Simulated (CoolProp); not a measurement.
Hexamethyldisiloxane (MM) along the isobar 1630 kPa: density (kg/m³) from the reference equation and from simpler models built on Tc = 518.7 K, pc = 1931 kPa, ω = 0.418; each cubic takes its own stable root.

Model: reference Helmholtz-energy equation of state, Thol 2016, in CoolProp.

```tsv
T (K)	phase	reference	van der Waals	Redlich-Kwong	Soave-Redlich-Kwong	Peng-Robinson
324.9	liquid	734.0	448.7	652.9	687.0	774.4
340.6	liquid	717.0	439.7	636.9	672.5	758.6
356.4	liquid	699.4	430.2	619.8	656.6	741.3
372.2	liquid	681.3	420.1	601.6	639.4	722.4
388	liquid	662.4	409.4	582.1	620.5	701.7
403.8	liquid	642.6	397.8	561.3	599.9	678.7
419.6	liquid	621.7	385.1	538.6	577.0	653.1
435.4	liquid	599.1	371.1	513.7	551.4	624.2
451.2	liquid	574.4	355.1	485.9	522.2	591.0
466.9	liquid	546.6	336.3	454.0	488.2	552.0
482.7	liquid	513.1	311.9	414.6	446.1	503.4
498.5	liquid	467.3	117.3	358.4	387.5	435.4
514.3	gas	111.8	98.81	105.9	107.2	112.5
530.1	gas	93.35	88.86	92.36	90.81	94.63
545.9	gas	83.31	81.84	83.77	81.41	84.47
```

At some of these states van der Waals gives the other phase, because its saturation line lies elsewhere.
